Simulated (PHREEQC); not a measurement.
Dissolve 0.00043 mol/kgw Ca(HCO3)2, 0.00024 mol/kgw NaF and 6.9e-05 mol/kgw KCl at 25 °C. Closed to the air; pH follows from the charge balance.

Equilibrium calculation in PHREEQC: ion-association model, phreeqc.dat.

Precipitation was switched off in this run.

Q: Estimate the pH, specific conductance, ionic strength.

A: pH 8.18; specific conductance 118 µS/cm; ionic strength 0.00159 mol/kgw.

Q: In which forms is C present?

A: HCO3- 97 %, CO2 1.4 %, CO3-2 0.8 % of the C.

Complexes and solids missing from the database can't appear.
